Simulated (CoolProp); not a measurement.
Hydrogen chloride along the isobar 12800 kPa: fugacity coefficient from the reference equation and from simpler models built on Tc = 51.5 °C, pc = 8314 kPa, ω = 0.130; each cubic takes its own stable root.

Model: reference Helmholtz-energy equation of state, Thol 2018, in CoolProp.

```tsv
T (°C)	phase	reference	van der Waals	Redlich-Kwong	Soave-Redlich-Kwong	Peng-Robinson
47.55	liquid	0.4327	0.5021	0.4644	0.4624	0.4415
64.85	supercritical	0.5296	0.5694	0.5522	0.5586	0.5336
82.15	supercritical	0.6124	0.6303	0.6258	0.6374	0.6091
99.45	supercritical	0.6709	0.6802	0.6806	0.6955	0.6655
116.75	supercritical	0.7158	0.7194	0.7237	0.7414	0.7106
134.05	supercritical	0.7524	0.7513	0.7591	0.7793	0.7483
151.45	supercritical	0.7831	0.7785	0.7890	0.8114	0.7805
168.75	supercritical	0.8090	0.8016	0.8144	0.8386	0.8080
186.05	supercritical	0.8314	0.8218	0.8363	0.8620	0.8319
203.35	supercritical	0.8508	0.8394	0.8553	0.8822	0.8527
220.65	supercritical	0.8677	0.8550	0.8718	0.8998	0.8710
237.95	supercritical	0.8827	0.8688	0.8864	0.9152	0.8870
255.25	supercritical	0.8959	0.8811	0.8992	0.9286	0.9012
272.65	supercritical	0.9077	0.8922	0.9105	0.9404	0.9138
```
